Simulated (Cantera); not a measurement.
# Premixed flame

A freely propagating, adiabatic, planar premixed flame of CO : H2 : O2 : N2 = 1 : 0.043 : 0.372 : 1.4 (molar parts), equivalence ratio 1.4, unburnt at 448 K and 4950 Torr; mixture-averaged transport, grid criteria slope 0.08 and curve 0.16, no radiation.

Detailed kinetics in Cantera: GRI-Mech 3.0 (53 species, 325 reactions). The hydrogen kinetics of GRI-Mech 3.0 are dated; newer H2 mechanisms differ, most at raised pressure. Burning velocities carry a grid error of a few per cent, more on coarse grids.

| z (mm) | T (K) | u (m/s) | x CO | x H2 | x O2 | x NO2 | x H2O | x O |
|---|---|---|---|---|---|---|---|---|
| -0.279 | 448 | 0.671 | 0.355 | 0.0152 | 0.132 | <1e-8 | 1.71e-7 | <1e-8 |
| -0.186 | 448 | 0.671 | 0.355 | 0.0149 | 0.132 | <1e-8 | 2.58e-6 | <1e-8 |
| -0.139 | 449 | 0.672 | 0.356 | 0.0144 | 0.132 | <1e-8 | 1.66e-5 | <1e-8 |
| -0.0930 | 454 | 0.679 | 0.356 | 0.0133 | 0.132 | 1.78e-8 | 0.000117 | <1e-8 |
| -0.0465 | 565 | 0.842 | 0.351 | 0.00969 | 0.129 | 5.13e-7 | 0.00191 | 1.80e-6 |
| -0.0232 | 925 | 1.36 | 0.326 | 0.00657 | 0.113 | 3.46e-7 | 0.00671 | 0.000244 |
| 0 | 1409 | 2.01 | 0.273 | 0.00313 | 0.0808 | 8.20e-8 | 0.0117 | 0.00396 |
| 0.0232 | 1731 | 2.41 | 0.222 | 0.00145 | 0.0502 | 9.96e-8 | 0.0118 | 0.00861 |
| 0.0465 | 1918 | 2.62 | 0.191 | 0.00128 | 0.0340 | 1.15e-7 | 0.0104 | 0.00922 |
| 0.0930 | 2107 | 2.83 | 0.168 | 0.00138 | 0.0226 | 1.37e-7 | 0.0105 | 0.00680 |
| 0.186 | 2266 | 3.01 | 0.152 | 0.00132 | 0.0152 | 1.65e-7 | 0.0122 | 0.00380 |
| 0.372 | 2383 | 3.14 | 0.140 | 0.00121 | 0.00916 | 1.74e-7 | 0.0135 | 0.00188 |
| 0.744 | 2461 | 3.22 | 0.131 | 0.00112 | 0.00476 | 1.50e-7 | 0.0145 | 0.000853 |
x: mole fraction of selected species; z is measured from the peak of heat release.

```yaml
laminar_burning_velocity: 67.1 cm/s
thermal_thickness: 0.0930 mm
peak x(O): 0.00936
grid_points: 113
```
